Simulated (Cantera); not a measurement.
A closed system holds: 1 mol toluene, 0.018 mol NH₃, at 900 K and 3900 Pa.

Method: chemical equilibrium by Gibbs-energy minimisation in Cantera with the NASA 1993 tables (ideal gas, pure condensed phases). Candidate condensed phases: C, C₆H₆, C₇H₈, C₈H₁₈; 92 gas species. Equilibrium is a limit: real reactors are often held back by kinetics, nucleation or transport.

Q: What is the equilibrium state?

A: x(H₂): 0.986
x(CH₄): 0.0118
x(N₂): 0.00226
x(NH₃): 2.20e-6
n(C(graphite)): 6.95 mol
gas amount: 3.989 mol
